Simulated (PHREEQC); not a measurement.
0.05 mol of Zn5(OH)8Cl2 (Zn5(OH)8Cl2) is brought to equilibrium with 1 kg of water holding 0.01 mol NaCl, at 25 °C, the pH being set by adding NaOH or HCl. Oxygen alone is held at its pressure in air (log pO2 = -0.68). The system is closed to CO2. The run lets Zn5(OH)8Cl2, Zn(OH)2-e precipitate or redissolve, and no other solid.

Base run: PHREEQC, ion-association model, wateq4f.dat. Each further column changes one thing. The table gives Zn+2 (mol/kgw).

```
pH         base  all activity coefficients set to 1  Davies equation for every ion
-----  --------  ----------------------------------  -----------------------------
2         0.184                               0.110                          0.171
4.06      0.186                               0.111                          0.173
5.44      0.186                               0.111                          0.173
7.5    0.000481                                   ?                       0.000492
9.56    6.20e-8                                   ?                              ?
10.94  1.08e-10                                   ?                              ?
13     1.06e-14                                   0                       1.08e-14
```

### Question
Fill in the missing entries.

### Answer

- 7.5, all activity coefficients set to 1: 0.000315
- 9.56, all activity coefficients set to 1: 2.42e-8
- 9.56, Davies equation for every ion: 6.67e-8
- 10.94, all activity coefficients set to 1: 4.20e-11
- 10.94, Davies equation for every ion: 1.16e-10
